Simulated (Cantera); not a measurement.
A Cantera script and its output.

```python
import numpy as np
import cantera as ct

surf = ct.Interface("ptcombust.yaml", "Pt_surf")
gas = surf.adjacent["gas"]
gas.TPX = 300, 46000, {'H2': 0.01, 'O2': 0.11, 'N2': 0.79}
jet = ct.ImpingingJet(gas=gas, width=0.031, surface=surf)
jet.inlet.mdot, jet.inlet.T, jet.inlet.X = 0.046, 300, {'H2': 0.01, 'O2': 0.11, 'N2': 0.79}
jet.set_refine_criteria(ratio=10, slope=0.2, curve=0.3)
show, cover = ['H2', 'O2', 'H2O', 'OH'], ["PT(S)", "H(S)", "O(S)", "OH(S)", "CO(S)", "C(S)"]

rows = []
print(f"{'Ts/K':>7s}" + "".join(f"{s:>11s}" for s in show + cover) + "   (gas at the wall, coverages)")
for i, Ts in enumerate([600, 650, 700, 750, 800, 850, 900]):
    jet.surface.T = Ts
    if i == 0:
        surf.TP = Ts, 46000
        surf.coverages = "PT(S):0.5, O(S):0.5"
        surf.advance_coverages(1.0)
        jet.set_initial_guess(products="inlet")
    jet.solve(loglevel=0, auto=(i == 0))
    rows.append([*(jet.X[gas.species_index(s), -1] for s in show), *surf[cover].coverages])
    print(f"{Ts:7g}" + "".join(f"{x:11.3e}" for x in rows[-1]))
```

Result:

```
   Ts/K         H2         O2        H2O         OH      PT(S)       H(S)       O(S)      OH(S)      CO(S)       C(S)   (gas at the wall, coverages)
    600  9.282e-04  1.102e-01  1.940e-02  6.811e-13  1.389e-02  4.310e-10  9.813e-01  4.797e-03 -1.691e-22 -3.141e-26
    650  9.050e-04  1.102e-01  1.932e-02  8.693e-12  1.495e-02  5.711e-10  9.818e-01  3.256e-03  1.608e-18  4.557e-26
    700  7.821e-04  1.101e-01  1.943e-02  7.360e-11  1.826e-02  1.004e-09  9.792e-01  2.494e-03  5.921e-20  7.659e-26
    750  5.303e-04  1.099e-01  1.980e-02  4.161e-10  2.866e-02  2.736e-09  9.691e-01  2.266e-03  7.723e-21  3.943e-27
    800  3.233e-04  1.097e-01  2.009e-02  1.726e-09  5.027e-02  9.270e-09  9.475e-01  2.248e-03  8.667e-22  6.670e-26
    850  2.041e-04  1.096e-01  2.022e-02  5.892e-09  8.359e-02  2.877e-08  9.142e-01  2.218e-03  5.282e-20  1.092e-25
    900  1.386e-04  1.096e-01  2.025e-02  1.776e-08  1.269e-01  7.588e-08  8.710e-01  2.130e-03  7.730e-18 -1.176e-24
```

Detailed kinetics in Cantera: Deutschmann's 1995 Pt surface mechanism with GRI-Mech 3.0 gas chemistry. Catalytic surfaces can have several steady states; this one follows from the mechanism file's or the stated starting coverage.
